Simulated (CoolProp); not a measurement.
Saturation properties of n-dodecane (Tc = 658.1 K, pc = 1.818 MPa, ω = 0.574).

Model: reference Helmholtz-energy equation of state, Lemmon 2004, in CoolProp. It is a short technical equation, of lower accuracy than the large ones.

```
T (K)  p (MPa)  liquid density (kg/m³)  liquid cp (kJ/(kg K))  liquid viscosity (µPa s)  liquid conductivity (mW/(m K))
-----  -------  ----------------------  ---------------------  ------------------------  ------------------------------
478.5  0.07753                   604.0                  2.918                       211                            97.2
491.2   0.1056                   592.4                  2.972                       192                            94.7
504     0.1415                   580.1                  3.027                       174                            92.3
516.7   0.1860                   567.5                  3.083                       158                            89.8
529.5   0.2411                   554.2                  3.141                       143                            87.4
542.3   0.3081                   540.1                  3.201                       129                            85.0
555     0.3880                   525.3                  3.264                       116                            82.6
567.8   0.4839                   509.4                  3.332                       104                            80.3
580.5   0.5963                   492.3                  3.408                      92.7                            78.0
593.3   0.7290                   473.5                  3.495                      81.7                            75.7
606.1   0.8839                   452.5                  3.603                      71.2                            73.5
618.8    1.062                   428.9                  3.748                      61.1                            71.4
```

It boils at 489.4 K under 1 atm.

Viscosity comes from a separate model (Huber 2004). Thermal conductivity comes from a separate model (Huber 2004).
